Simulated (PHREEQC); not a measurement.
PHREEQC input (ion-association model, wateq4f.dat):

```
SOLUTION_MASTER_SPECIES
  An  An-  0  An  62.0  # stands for a non-complexing anion
SOLUTION_SPECIES
  An- = An-
    -log_k 0
    -gamma 3.0 0
PHASES
  Fix_H+
    H+ = H+
    -log_k 0
SOLUTION 1
  temp 25
  units mmol/kgw
  pH 7 charge
  S(6) 0.013
  Zn 0.013
  Na 50
  An 50
END
SELECTED_OUTPUT 1
  -reset false
  -pH true
  -pe true
  -ionic_strength true
  -water true
  -totals Na S Zn S(-2) S(6)
  -molalities Hfo_wOH Hfo_wOH2+ Hfo_wO- Hfo_sOH Hfo_sOH2+ Hfo_sO- Hfo_sOZn+ Hfo_wOZn+ Hfo_wSO4- Hfo_wOHSO4-2
  -saturation_indices Zn(OH)2-e Zn4(OH)6SO4 Mirabilite Goslarite
USER_PUNCH 1
  -headings sigma psi
  10 PUNCH EDL("sigma", "Hfo"), EDL("psi", "Hfo")
PRINT
  -reset false
USE solution 1
SURFACE 1
  Hfo_wOH 9.21348e-05 600 0.041
  Hfo_sOH 2.30337e-06
EQUILIBRIUM_PHASES 1
  Fix_H+ -4 HAn 10
    -force_equality true
  O2(g) -0.68 10
END
# ... the last block is repeated for the other 12 points of pH, with NaOH or the acid as the point needs
```

Selected output (columns that matter, 13 of 13 rows; pH added in front):

```
pH	mu	Na	S	Zn	m_Hfo_wOH	m_Hfo_wOH2+	m_Hfo_wO-	m_Hfo_sOH	si_Zn(OH)2-e	si_Zn4(OH)6SO4	si_Mirabilite	si_Goslarite	sigma	psi
4	0.050186	0.05	1.1866e-06	1.2999e-05	1.0506e-05	6.978e-05	3.6234e-08	3.0119e-07	-8.7046	-31.528	-7.9759	-9.5597	0.22439	0.14598
4.67	0.050088	0.05	2.5782e-06	1.2988e-05	2.3928e-05	5.7557e-05	2.2788e-07	6.7125e-07	-7.3648	-27.17	-7.6369	-9.221	0.17183	0.13244
5.33	0.050064	0.05	5.7931e-06	1.284e-05	4.1295e-05	4.2712e-05	9.1465e-07	1.0455e-06	-6.0499	-22.878	-7.2848	-8.8741	0.12185	0.11508
6	0.050055	0.05	9.9219e-06	1.1831e-05	5.8393e-05	2.7768e-05	2.813e-06	7.9924e-07	-4.7457	-18.768	-7.051	-8.6761	0.081988	0.095408
6.67	0.050046	0.05	1.2349e-05	9.9709e-06	6.7399e-05	1.7041e-05	6.1069e-06	1.575e-07	-3.4811	-14.954	-6.9559	-8.6564	0.050054	0.072003
7.33	0.050038	0.050009	1.2909e-05	5.1046e-06	6.6325e-05	9.694e-06	1.0396e-05	2.7972e-08	-2.4576	-12.161	-6.9364	-8.9335	0.027525	0.047039
8	0.050037	0.050023	1.299e-05	7.8288e-07	6.1291e-05	5.6386e-06	1.5262e-05	1.4754e-08	-1.9755	-11.57	-6.9333	-9.7887	0.01009	0.019298
8.67	0.050043	0.050033	1.2999e-05	1.2005e-07	5.8528e-05	4.1635e-06	1.8848e-05	1.3217e-08	-1.8158	-12.271	-6.9329	-10.969	-0.0070966	-0.01373
9.33	0.050066	0.050059	1.3e-05	8.914e-08	5.5529e-05	3.0853e-06	2.2895e-05	1.2504e-08	-1.6844	-13.065	-6.9325	-12.157	-0.027079	-0.046424
10	0.050167	0.050163	1.3e-05	1.3206e-07	5.037e-05	1.9911e-06	2.9191e-05	1.1388e-08	-1.496	-13.652	-6.9312	-13.309	-0.05624	-0.077313
10.67	0.050626	0.050628	1.3e-05	2.8738e-07	4.1646e-05	1.0176e-06	3.9044e-05	9.554e-09	-1.2109	-13.853	-6.9252	-14.366	-0.099326	-0.10459
11.33	0.052701	0.052711	1.3e-05	1.1288e-06	2.9499e-05	3.7851e-07	5.2668e-05	7.3542e-09	-0.8179	-13.607	-6.8993	-15.299	-0.15859	-0.12708
12	0.062626	0.062647	1.3e-05	6.3887e-06	1.74e-05	9.8688e-08	7.028e-05	9.4364e-09	-0.5771	-14.012	-6.7895	-16.427	-0.24951	-0.14574
```

Species that the database lacks are ignored.
